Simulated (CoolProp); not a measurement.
Vapour-liquid equilibrium of ethane (1) + C2F6 (R116) (2) at 212.9 K; x and y are mole fractions of (1).

Computed with CoolProp (multi-fluid Helmholtz-energy mixture model, Bücker 2006 and Lemmon 2006; pair parameters Bell 2016).

| x | bubble pressure (MPa) | y at the bubble point | dew pressure at overall composition x (MPa) | liquid density (mol/L) |
|---|---|---|---|---|
| 0.05 | 0.2804 | 0.170 | 0.2517 | 11.19 |
| 0.2 | 0.3770 | 0.452 | 0.2886 | 11.69 |
| 0.35 | 0.4324 | 0.574 | 0.3365 | 12.27 |
| 0.5 | 0.4558 | 0.634 | 0.3983 | 12.97 |
| 0.65 | 0.4628 | 0.672 | 0.4599 | 13.85 |
| 0.8 | 0.4582 | 0.723 | 0.4376 | 14.95 |
| 0.95 | 0.4147 | 0.872 | 0.3901 | 16.32 |

y crosses x between x = 0.65 and 0.8: the model has an azeotrope there.

Pair parameters are fitted to limited data, so mixtures are less certain than the pure fluids. With so large a gap from Raoult's law the liquid may split in two, which this calculation doesn't test in full.
